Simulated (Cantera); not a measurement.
A perfectly stirred reactor is fed with CH₄ : H₂ : CO₂ = 0.0041 : 1 : 0.012 (molar parts), at 100.0 Torr; it is held at 2750 K, and followed from long to short residence time.

Model: GRI-Mech 3.0 (53 species, 325 reactions), integrated in Cantera.

Question: Predict: x(CH₄) at τ = 1.00 s; x(H₂) at τ = 1.00 s; x(CO₂) at τ = 1.00 s; x(CH₄) at τ = 54.0 ms; x(H₂) at τ = 54.0 ms; x(CO₂) at τ = 54.0 ms; x(CH₂O) at τ = 54.0 ms.

Answer: 
```json
{
 "x(CH₄) at τ = 1.00 s": "5.14e-8",
 "x(H₂) at τ = 1.00 s": "0.810",
 "x(CO₂) at τ = 1.00 s": "1.73e-5",
 "x(CH₄) at τ = 54.0 ms": "1.45e-6",
 "x(H₂) at τ = 54.0 ms": "0.826",
 "x(CO₂) at τ = 54.0 ms": "1.88e-5",
 "x(CH₂O) at τ = 54.0 ms": "3.80e-9"
}
```
